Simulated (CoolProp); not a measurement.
200 sccm (0 °C, 1 atm) of nitrogen bubbles through liquid p-xylene at 351.5 K and leaves saturated at a total pressure of 0.0363 MPa (ideal gas phase). Each further row changes one setting.

Computed with CoolProp (reference Helmholtz-energy equation of state, Zhou 2012).

```csv
case,vapour pressure (kPa),mole fraction of vapour,delivery (mg/min),delivery (sccm),change of delivery for a bath 1 K warmer (%)
as stated,14.7,0.404,642,?,?
bath temperature 356.5 K,?,0.489,?,?,7.7
total pressure 0.0726 MPa,14.7,0.202,240,?,5.0
```

Some entries are withheld; supply them.


- as stated, delivery (sccm): 136
- as stated, change of delivery for a bath 1 K warmer (%): 6.8
- bath temperature 356.5 K, vapour pressure (kPa): 17.8
- bath temperature 356.5 K, delivery (mg/min): 907
- bath temperature 356.5 K, delivery (sccm): 191
- total pressure 0.0726 MPa, delivery (sccm): 50.6
